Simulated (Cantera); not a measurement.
Feed: 1 mol Si₃N₄, 0.26 mol C, 6.6 mol N₂, at 2900 K and 45.0 mbar.

Method: chemical equilibrium by Gibbs-energy minimisation in Cantera with the NASA 1993 tables (ideal gas, pure condensed phases). Candidate condensed phases: C, Si, SiC, Si₃N₄; 20 gas species. The tables' values for SiN are old estimates; treat these amounts as uncertain. Equilibrium is a limit: real reactors are often held back by kinetics, nucleation or transport.

Base state: N₂ 0.745, Si 0.235, SiC₂ 0.00758, Si₂C 0.00550, SiN 0.00259, Si₂ 0.00176, CN 0.00158, Si₂N 0.000306 (mole fractions); condensed: gas only.

### Question
What changes in the equilibrium state with this change: 0.0066 mol H₂ added?

### Answer
| species | before | after |
|---|---|---|
| N₂ | 0.745 | 0.744 |
| Si | 0.235 | 0.235 |
| SiC₂ | 0.00758 | 0.00754 |
| H | 0 | 0.00105 |
| HCN | 0 | 6.04e-5 |
| SiH | 0 | 1.51e-5 |
| HNC | 0 | 1.05e-5 |
Further candidate phases: C₆H₆, C₇H₈, C₈H₁₈.
